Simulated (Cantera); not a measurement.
Hydrocarbon pyrolysis for carbon deposition

A perfectly stirred reactor is fed with C2H6 : N2 = 1 : 44 (molar parts), at 120000 Pa; it is held at 1300 K, and followed from long to short residence time.

Cantera simulation using GRI-Mech 3.0 (53 species, 325 reactions); the numbers are that mechanism's predictions, not measurements. GRI-Mech 3.0 stops at C3 and has no aromatics, soot or wall deposition, so with more carbon than oxygen in the feed, carbon stays in small species such as C2H2 where larger ones or solid carbon would form.

| τ (s) | x C2H6 | x CH2 | x H2 | x C2H2 | x C2H4 | x HCN |
|---|---|---|---|---|---|---|
| 11 | 4.77e-5 | 3.80e-11 | 0.0309 | 0.0161 | 0.00200 | 4.07e-10 |
| 3.2 | 9.86e-5 | 8.20e-11 | 0.0321 | 0.0162 | 0.00243 | 4.48e-10 |
| 0.89 | 0.000218 | 1.85e-10 | 0.0324 | 0.0158 | 0.00317 | 4.97e-10 |
| 0.25 | 0.000510 | 4.27e-10 | 0.0312 | 0.0144 | 0.00456 | 5.48e-10 |
| 0.070 | 0.00128 | 1.03e-9 | 0.0278 | 0.0113 | 0.00705 | 6.10e-10 |
| 0.020 | 0.00336 | 2.54e-9 | 0.0218 | 0.00670 | 0.01000 | 6.83e-10 |
| 0.0055 | 0.00872 | 5.66e-9 | 0.0133 | 0.00217 | 0.00994 | 6.99e-10 |
| 0.0015 | 0.0163 | 8.32e-9 | 0.00529 | 0.000295 | 0.00501 | 5.99e-10 |
x: mole fraction; the columns are a selection and need not sum to one.
